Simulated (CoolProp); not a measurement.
Saturated liquid density (kg/m³) of normal hydrogen: the reference equation beside estimates from Tc = -240.0 °C, pc = 12.96 bar, ω = -0.219. Rackett uses Z = 0.29056 − 0.08775 ω.

The numbers come from the reference Helmholtz-energy equation of state, Leachman 2009 in CoolProp.

```tsv
T (°C)	reference	Rackett	Redlich-Kwong	Peng-Robinson
-250.65	68.25	71.42	80.20	83.41
-249.65	66.91	69.76	77.71	80.78
-248.75	65.61	68.19	75.32	78.27
-247.75	64.07	66.35	72.49	75.31
-246.75	62.39	64.39	69.43	72.15
-245.75	60.54	62.28	66.12	68.74
-244.85	58.70	60.21	62.86	65.41
-243.85	56.39	57.67	58.87	61.34
-242.85	(withheld)	54.73	(withheld)	(withheld)
-241.85	50.26	51.15	(withheld)	51.33
-240.85	45.33	46.16	41.97	44.31
```

Fill in the missing entries.


- -242.85, reference: 53.67
- -242.85, Redlich-Kwong: 54.33
- -242.85, Peng-Robinson: 56.74
- -241.85, Redlich-Kwong: 48.96

Absolute difference from the reference over all 11 rows, mean and median: Rackett 3.0 and 2.9 %, Redlich-Kwong 9.5 and 9.2 %, Peng-Robinson 12.7 and 13.5 %.
